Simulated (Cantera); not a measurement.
What does this Cantera script print?

```python
import numpy as np
import cantera as ct

gas = ct.Solution("gri30.yaml")
gas.TPX = 1600, 100000, {'CO': 1, 'H2': 0.044, 'CH4': 0.11, 'O2': 0.742, 'N2': 2.79, 'H2O': 0.59}
reactor = ct.IdealGasReactor(gas, energy="on", clone=False)
net = ct.ReactorNet([reactor])
net.rtol, net.atol = 1e-08, 1e-16
show = ['CO', 'H2', 'CH4', 'O', 'CH2', 'C2H4']
times = np.geomspace(2e-06, 0.4, 14)

steps = ct.SolutionArray(gas, extra=["t"])
rows = []
print(f"{'t/s':>10s}{'T/K':>9s}{'P/Pa':>11s}" + "".join(f"{s:>11s}" for s in show))
for t in times:
    while net.time < t:
        t_next = net.step()
        steps.append(gas.state, t=t_next)
    rows.append([np.interp(t, steps.t, y) for y in (steps.T, steps.P, *steps(*show).X.T)])
    print(f"{t:10.3e}{rows[-1][0]:9.1f}{rows[-1][1]:11.4g}" + "".join(f"{x:11.3e}" for x in rows[-1][2:]))
rate = np.gradient(steps.T, steps.t)
print("integrator steps:", len(steps.t))
if steps.T.max() > steps.T[0] + 200:
    print(f"time of steepest temperature rise: {steps.t[rate.argmax()]:.4e} s")
gas.TPX = 1600, 100000, {'CO': 1, 'H2': 0.044, 'CH4': 0.11, 'O2': 0.742, 'N2': 2.79, 'H2O': 0.59}
gas.equilibrate("UV")
print(f"equilibrium (UV): T = {gas.T:.1f} K  " + "  ".join(f"{s} {gas[s].X[0]:.3e}" for s in show))
```

It prints:

```
       t/s      T/K       P/Pa         CO         H2        CH4          O        CH2       C2H4
 2.000e-06   1600.0      1e+05  1.895e-01  8.340e-03  2.085e-02  1.993e-07  8.017e-13  1.976e-13
 5.114e-06   1600.0      1e+05  1.895e-01  8.340e-03  2.085e-02  4.028e-07  1.138e-11  1.767e-11
 1.308e-05   1600.0      1e+05  1.895e-01  8.339e-03  2.084e-02  9.283e-07  1.648e-10  1.530e-09
 3.345e-05   1600.2      1e+05  1.895e-01  8.334e-03  2.074e-02  4.148e-06  5.873e-09  1.820e-07
 8.553e-05   1658.4  1.038e+05  1.885e-01  1.041e-02  1.448e-02  2.358e-04  7.724e-06  2.400e-04
 2.187e-04   2745.7  1.655e+05  8.508e-02  1.294e-02  1.989e-15  9.246e-03  2.512e-14  3.601e-23
 5.593e-04   2794.8  1.678e+05  8.195e-02  1.219e-02  2.710e-15  7.995e-03  3.110e-14  4.641e-23
 1.430e-03   2788.1  1.673e+05  8.203e-02  1.226e-02  2.805e-15  7.566e-03  3.035e-14  4.796e-23
 3.658e-03   2784.0   1.67e+05  8.209e-02  1.231e-02  2.864e-15  7.311e-03  2.986e-14  4.892e-23
 9.353e-03   2783.7   1.67e+05  8.210e-02  1.231e-02  2.869e-15  7.291e-03  2.981e-14  4.900e-23
 2.392e-02   2783.7   1.67e+05  8.210e-02  1.231e-02  2.869e-15  7.291e-03  2.981e-14  4.900e-23
 6.117e-02   2783.7   1.67e+05  8.210e-02  1.231e-02  2.869e-15  7.291e-03  2.981e-14  4.900e-23
 1.564e-01   2783.7   1.67e+05  8.210e-02  1.231e-02  2.869e-15  7.291e-03  2.981e-14  4.900e-23
 4.000e-01   2783.7   1.67e+05  8.210e-02  1.231e-02  2.869e-15  7.291e-03  2.981e-14  4.900e-23
integrator steps: 1553
time of steepest temperature rise: 9.6397e-05 s
equilibrium (UV): T = 2783.7 K  CO 8.210e-02  H2 1.231e-02  CH4 3.847e-15  O 7.291e-03  CH2 3.302e-14  C2H4 5.461e-23
```

Detailed kinetics in Cantera: GRI-Mech 3.0 (53 species, 325 reactions).
